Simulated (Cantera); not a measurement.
## Moist CO burnout

An isothermal, constant-pressure homogeneous reactor starts with CO : O2 : H2O : N2 : CH4 = 0.001 : 0.029 : 0.035 : 1 : 0.0015 (molar parts), at 1150 K and 1.00 bar.

Model: GRI-Mech 3.0 (53 species, 325 reactions), integrated in Cantera.

```json
[
 {"t (s)": "9.00e-6", "x CO": "0.000938", "x O2": "0.0272", "x H2O": "0.0328", "x O": "4.61e-12", "x H2": "<1e-12", "x NO": "<1e-12"},
 {"t (s)": "2.17e-5", "x CO": "0.000938", "x O2": "0.0272", "x H2O": "0.0328", "x O": "1.01e-11", "x H2": "<1e-12", "x NO": "<1e-12"},
 {"t (s)": "5.22e-5", "x CO": "0.000938", "x O2": "0.0272", "x H2O": "0.0328", "x O": "1.95e-11", "x H2": "<1e-12", "x NO": "<1e-12"},
 {"t (s)": "0.000126", "x CO": "0.000938", "x O2": "0.0272", "x H2O": "0.0328", "x O": "3.00e-11", "x H2": "1.19e-12", "x NO": "<1e-12"},
 {"t (s)": "0.000303", "x CO": "0.000938", "x O2": "0.0272", "x H2O": "0.0328", "x O": "3.55e-11", "x H2": "4.73e-12", "x NO": "<1e-12"},
 {"t (s)": "0.000731", "x CO": "0.000938", "x O2": "0.0272", "x H2O": "0.0328", "x O": "3.86e-11", "x H2": "1.69e-11", "x NO": "<1e-12"},
 {"t (s)": "0.00176", "x CO": "0.000938", "x O2": "0.0272", "x H2O": "0.0328", "x O": "4.57e-11", "x H2": "6.51e-11", "x NO": "<1e-12"},
 {"t (s)": "0.00424", "x CO": "0.000938", "x O2": "0.0272", "x H2O": "0.0328", "x O": "6.61e-11", "x H2": "3.06e-10", "x NO": "<1e-12"},
 {"t (s)": "0.0102", "x CO": "0.000938", "x O2": "0.0272", "x H2O": "0.0328", "x O": "1.40e-10", "x H2": "1.86e-9", "x NO": "<1e-12"},
 {"t (s)": "0.0246", "x CO": "0.000938", "x O2": "0.0272", "x H2O": "0.0328", "x O": "5.91e-10", "x H2": "1.78e-8", "x NO": "<1e-12"},
 {"t (s)": "0.0593", "x CO": "0.000937", "x O2": "0.0272", "x H2O": "0.0328", "x O": "3.76e-9", "x H2": "3.31e-7", "x NO": "<1e-12"},
 {"t (s)": "0.143", "x CO": "0.000954", "x O2": "0.0271", "x H2O": "0.0329", "x O": "2.13e-7", "x H2": "1.70e-5", "x NO": "<1e-12"},
 {"t (s)": "0.345", "x CO": "4.66e-6", "x O2": "0.0239", "x H2O": "0.0356", "x O": "9.61e-8", "x H2": "1.25e-7", "x NO": "2.27e-9"},
 {"t (s)": "0.830", "x CO": "2.00e-7", "x O2": "0.0239", "x H2O": "0.0356", "x O": "1.10e-8", "x H2": "9.56e-9", "x NO": "2.38e-9"},
 {"t (s)": "2.00", "x CO": "7.59e-9", "x O2": "0.0239", "x H2O": "0.0356", "x O": "2.97e-9", "x H2": "1.97e-9", "x NO": "2.41e-9"}
]
```
x: mole fraction; the columns are a selection and need not sum to one.

Equilibrium at this temperature and pressure: CO 7.80e-11, O2 0.0239, H2O 0.0356, O 1.29e-9, H2 9.97e-10, NO 4.86e-5 (gas phase only).
